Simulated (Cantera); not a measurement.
Cantera run, input and output.

```python
import numpy as np
import cantera as ct

gas = ct.Solution("gri30.yaml")
gas.TPX = 1698, 500000, {'CH4': 1, 'C2H6': 0.057, 'C3H8': 0.58, 'O2': 2.12, 'N2': 7.99}
reactor = ct.IdealGasReactor(gas, energy="on", clone=False)
net = ct.ReactorNet([reactor])
net.rtol, net.atol = 1e-08, 1e-16
show = ['CH4', 'C2H6', 'C3H8', 'H2', 'NO', 'HCO', 'H2O2']
times = np.geomspace(5e-06, 5, 14)

steps = ct.SolutionArray(gas, extra=["t"])
rows = []
print(f"{'t/s':>10s}{'T/K':>9s}{'P/Pa':>11s}" + "".join(f"{s:>11s}" for s in show))
for t in times:
    while net.time < t:
        t_next = net.step()
        steps.append(gas.state, t=t_next)
    rows.append([np.interp(t, steps.t, y) for y in (steps.T, steps.P, *steps(*show).X.T)])
    print(f"{t:10.3e}{rows[-1][0]:9.1f}{rows[-1][1]:11.4g}" + "".join(f"{x:11.3e}" for x in rows[-1][2:]))
rate = np.gradient(steps.T, steps.t)
print("integrator steps:", len(steps.t))
if steps.T.max() > steps.T[0] + 200:
    print(f"time of steepest temperature rise: {steps.t[rate.argmax()]:.4e} s")
gas.TPX = 1698, 500000, {'CH4': 1, 'C2H6': 0.057, 'C3H8': 0.58, 'O2': 2.12, 'N2': 7.99}
gas.equilibrate("UV")
print(f"equilibrium (UV): T = {gas.T:.1f} K  " + "  ".join(f"{s} {gas[s].X[0]:.3e}" for s in show))
```

Output:

```
       t/s      T/K       P/Pa        CH4       C2H6       C3H8         H2         NO        HCO       H2O2
 5.000e-06   1726.6  5.299e+05  7.704e-02  7.948e-03  1.884e-02  1.832e-02  1.044e-09  3.548e-05  4.787e-05
 1.447e-05   2858.4  1.087e+06  1.066e-03  1.859e-07  1.052e-10  1.870e-01  1.977e-04  5.567e-06  1.082e-08
 4.188e-05   2835.6  1.098e+06  5.672e-07  7.009e-14  2.042e-20  2.055e-01  6.861e-04  2.205e-06  9.548e-09
 1.212e-04   2835.7  1.098e+06  2.530e-09  1.493e-18  1.983e-27  2.053e-01  4.302e-04  2.247e-06  1.002e-08
 3.509e-04   2837.4  1.099e+06  2.282e-09  1.235e-18  1.510e-27  2.051e-01  2.332e-04  2.254e-06  1.016e-08
 1.015e-03   2837.6  1.099e+06  2.254e-09  1.208e-18  1.463e-27  2.051e-01  2.012e-04  2.255e-06  1.018e-08
 2.939e-03   2837.7  1.099e+06  2.254e-09  1.208e-18  1.462e-27  2.051e-01  2.009e-04  2.255e-06  1.018e-08
 8.506e-03   2837.7  1.099e+06  2.254e-09  1.208e-18  1.462e-27  2.051e-01  2.009e-04  2.255e-06  1.018e-08
 2.462e-02   2837.7  1.099e+06  2.254e-09  1.208e-18  1.462e-27  2.051e-01  2.009e-04  2.255e-06  1.018e-08
 7.126e-02   2837.7  1.099e+06  2.254e-09  1.208e-18  1.462e-27  2.051e-01  2.009e-04  2.255e-06  1.018e-08
 2.062e-01   2837.7  1.099e+06  2.254e-09  1.208e-18  1.462e-27  2.051e-01  2.009e-04  2.255e-06  1.018e-08
 5.969e-01   2837.7  1.099e+06  2.254e-09  1.208e-18  1.462e-27  2.051e-01  2.009e-04  2.255e-06  1.018e-08
 1.728e+00   2837.7  1.099e+06  2.254e-09  1.208e-18  1.462e-27  2.051e-01  2.009e-04  2.255e-06  1.018e-08
 5.000e+00   2837.7  1.099e+06  2.254e-09  1.208e-18  1.462e-27  2.051e-01  2.009e-04  2.255e-06  1.018e-08
integrator steps: 1653
time of steepest temperature rise: 9.0127e-06 s
equilibrium (UV): T = 2837.7 K  CH4 2.512e-09  C2H6 1.469e-18  C3H8 1.935e-27  H2 2.051e-01  NO 2.009e-04  HCO 2.255e-06  H2O2 1.018e-08
```

Computed with Cantera and GRI-Mech 3.0 (53 species, 325 reactions). GRI-Mech 3.0 was tuned for natural gas; its chemistry of propane as a main component is partial and can be far from experiment.
